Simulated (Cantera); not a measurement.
**Stirred combustor or abatement burner**

A perfectly stirred reactor is fed with CH4 : C2H6 : O2 : N2 = 1 : 0.051 : 1.36 : 3.54 (molar parts), at 5.00 bar; it is adiabatic with a 525 K inlet, and is followed from long to short residence time, starting on the burning branch (τ in s: 0.046, 0.025, 0.013, 0.0071, 0.0039, 0.0021, 0.0011, 0.0006, 0.00033, 0.00018, 9.4e-05).

Model: GRI-Mech 3.0 (53 species, 325 reactions), integrated in Cantera.

```json
[
 {"τ (s)": "0.046", "T (K)": "2268", "x CH4": "0.000154", "x C2H6": "2.86e-8", "x O2": "3.44e-5", "x HCN": "1.05e-5", "x C2H2": "1.02e-5", "x C2H4": "1.20e-7"},
 {"τ (s)": "0.025", "T (K)": "2268", "x CH4": "0.000261", "x C2H6": "5.69e-8", "x O2": "6.00e-5", "x HCN": "2.04e-5", "x C2H2": "2.47e-5", "x C2H4": "2.99e-7"},
 {"τ (s)": "0.013", "T (K)": "2268", "x CH4": "0.000453", "x C2H6": "1.23e-7", "x O2": "0.000110", "x HCN": "3.99e-5", "x C2H2": "6.45e-5", "x C2H4": "8.19e-7"},
 {"τ (s)": "0.0071", "T (K)": "2268", "x CH4": "0.000733", "x C2H6": "2.59e-7", "x O2": "0.000193", "x HCN": "6.94e-5", "x C2H2": "0.000153", "x C2H4": "2.07e-6"},
 {"τ (s)": "0.0039", "T (K)": "2268", "x CH4": "0.00114", "x C2H6": "5.44e-7", "x O2": "0.000337", "x HCN": "0.000110", "x C2H2": "0.000336", "x C2H4": "4.98e-6"},
 {"τ (s)": "0.0021", "T (K)": "2268", "x CH4": "0.00170", "x C2H6": "1.16e-6", "x O2": "0.000595", "x HCN": "0.000156", "x C2H2": "0.000684", "x C2H4": "1.16e-5"},
 {"τ (s)": "0.0011", "T (K)": "2266", "x CH4": "0.00247", "x C2H6": "2.47e-6", "x O2": "0.00107", "x HCN": "0.000198", "x C2H2": "0.00127", "x C2H4": "2.60e-5"},
 {"τ (s)": "0.00060", "T (K)": "2262", "x CH4": "0.00336", "x C2H6": "4.91e-6", "x O2": "0.00183", "x HCN": "0.000216", "x C2H2": "0.00201", "x C2H4": "5.22e-5"},
 {"τ (s)": "0.00033", "T (K)": "2253", "x CH4": "0.00446", "x C2H6": "9.67e-6", "x O2": "0.00311", "x HCN": "0.000209", "x C2H2": "0.00289", "x C2H4": "0.000100"},
 {"τ (s)": "0.00018", "T (K)": "2233", "x CH4": "0.00601", "x C2H6": "2.00e-5", "x O2": "0.00541", "x HCN": "0.000174", "x C2H2": "0.00388", "x C2H4": "0.000194"},
 {"τ (s)": "9.4e-5", "T (K)": "2189", "x CH4": "0.00887", "x C2H6": "5.09e-5", "x O2": "0.0104", "x HCN": "0.000108", "x C2H2": "0.00501", "x C2H4": "0.000423"}
]
```
x: mole fraction; the columns are a selection and need not sum to one.
